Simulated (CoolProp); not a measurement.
A Linde-Hampson liquefier for CF4 (R14): isothermal reversible compression at 250 K from 1 atm to 15 MPa, throttling to 1 atm, return gas leaving the recuperator 10 K below the feed. Each further row changes one setting.

The numbers come from the reference Helmholtz-energy equation of state, Platzer 1990 in CoolProp. This equation is an older, rougher fit; its heat capacities, sound speeds and derivatives of the liquid may be far off and weren't checked against measurements.

```tsv
case	liquid yield per pass	compression work (kJ/kg of gas)
as stated	?	95.7
high pressure 30 MPa	?	109
warm-end temperature 280 K	0.286	?
warm-end gap 15 K	?	95.7
```

Complete the blanks.


- as stated, liquid yield per pass: 0.406
- high pressure 30 MPa, liquid yield per pass: 0.417
- warm-end temperature 280 K, compression work (kJ/kg of gas): 116
- warm-end gap 15 K, liquid yield per pass: 0.396
